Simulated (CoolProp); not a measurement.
Vapour-liquid equilibrium of isobutane (1) + isobutene (2) at 0.0546 MPa; x and y are mole fractions of (1).

The numbers come from the multi-fluid Helmholtz-energy mixture model, Bücker 2006 and Lemmon 2005; pair parameters Bell 2016 in CoolProp.

Question: Give the bubble temperature and the first vapour's composition at x = 0.125, 0.425, 0.725. Is there an azeotrope?

Answer: x = 0.125: 250.5 K, y = 0.156; x = 0.425: 248.8 K, y = 0.478; x = 0.725: 247.5 K, y = 0.758. No azeotrope shows between x = 0.05 and 0.95.

The pair parameters rest on a limited set of measurements; away from them the model extrapolates.
